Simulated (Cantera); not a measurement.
Cantera with NASA thermochemical tables; ideal gases at 1 bar, condensed phases pure. Values are per mole of reaction as written; species without (g) are pure solids or liquids, kept so even where they would boil at 1 bar.

SO2(g) + 2 NO(g) + 2 K → K2SO4 + N2(g)

```tsv
T (K)	ΔH° (kJ)	ΔS° (J/K)	ΔG° (kJ)	log10 K	condensed phases
448	?	?	?	?	K(l), K2SO4(s)
548	-1324.9	-438.7	-1084.5	103.37	K(l), K2SO4(s)
648	-1321.8	-433.6	-1040.8	83.90	K(l), K2SO4(s)
748	-1317.6	-427.6	-997.8	69.68	K(l), K2SO4(s)
848	-1312.3	-420.9	-955.4	58.85	K(l), K2SO4(s)
948	-1299.7	-406.5	-914.4	50.38	K(l), K2SO4(s)
1048	-1295.3	-402.0	-874.0	43.56	K(l), K2SO4(s)
1148	-1290.3	-397.5	-834.0	37.95	K(l), K2SO4(s)
1248	?	?	?	?	K(l), K2SO4(s)
1348	-1244.8	-362.9	-755.6	29.28	K(l), K2SO4(l)
```

Q: Complete the blanks.

A: 
- 448, ΔH° (kJ): -1327.0
- 448, ΔS° (J/K): -442.9
- 448, ΔG° (kJ): -1128.6
- 448, log10 K: 131.58
- 1248, ΔH° (kJ): -1284.9
- 1248, ΔS° (J/K): -393.0
- 1248, ΔG° (kJ): -794.5
- 1248, log10 K: 33.25
